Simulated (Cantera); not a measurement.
Source: NASA polynomial tables (part measured, part estimated), evaluated in Cantera. Values are per mole of reaction as written; species without (g) are pure solids or liquids, kept so even where they would boil at 1 bar.

### Question
Between 950 and 1175 K, where is each reaction favourable under standard conditions?
- SF6(g) + MgF2 ⇌ 8 F(g) + MgS

### Answer
- SF6(g) + MgF2 ⇌ 8 F(g) + MgS: ΔG° is 1696 kJ at 950 K and 1471 kJ at 1175 K; it stays positive (K < 1). ΔH° is 2643 kJ and ΔS° 998 J/K at 1175 K.
